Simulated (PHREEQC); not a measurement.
City or well water: an equilibrium model

Synthetic water in mmol/kgw, 20 °C, pH 8.5, pe 10.7:

| constituent | mmol/kgw |
|---|---|
| Na | 0.469 |
| K | 0.126 |
| Ca | 0.175 |
| Mg | 0.354 |
| Cl | 0.744 |
| S(6) | 0.111 |
| Alkalinity (meq/kgw) | 0.628 |
| Sr | 0.0332 |
| Cd | 0.0111 |
| Pb | 0.000176 |
| O(0) (counted as O atoms) | 0.00525 |
| Si | 0.000874 |
| Zn | 0.0289 |

Valence states are taken as typed.

All values are PHREEQC results (ion-association model, phreeqc.dat), not measurements.

This is a speciation only: nothing precipitates in the calculation.

Question: Predict the specific conductance.

Answer: specific conductance 164 µS/cm.

Question: In which forms is S present?

Answer: SO4-2 93 %, MgSO4 4.4 %, CaSO4 1.8 % of the S.

Saturation is exceeded, for instance for Otavite, Zn(OH)2(e); the values hold only as long as no solid forms. Complexes and solids missing from the database can't appear. The database's zinc carbonate complexes are estimates, stronger than later reviews accept.
